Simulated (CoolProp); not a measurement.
Vapour-liquid equilibrium of hexamethyldisiloxane (MM) (1) + toluene (2) at 9.25 kPa; x and y are mole fractions of (1).

Model: multi-fluid Helmholtz-energy mixture model, Thol 2016 and Lemmon 2006; pair parameters Bell 2016, in CoolProp.

```csv
x,bubble temperature (°C),y at the bubble point,dew temperature at overall composition x (°C),liquid density (mol/L)
0.05,42.5,0.090,43.0,8.792
0.125,41.2,0.207,42.1,8.271
0.2,40.1,0.307,41.3,7.798
0.275,39.2,0.393,40.5,7.367
0.35,38.4,0.468,39.6,6.972
0.425,37.7,0.535,38.8,6.610
0.5,37.1,0.597,38.0,6.277
0.575,36.6,0.655,37.3,5.970
0.65,36.2,0.711,36.7,5.687
0.725,35.9,0.766,36.1,5.424
0.8,35.7,0.824,35.8,5.180
0.875,35.5,0.884,35.5,4.954
0.95,35.4,0.951,35.4,4.742
```

No azeotrope shows between x = 0.05 and 0.95.

Pair parameters are fitted to limited data, so mixtures are less certain than the pure fluids.
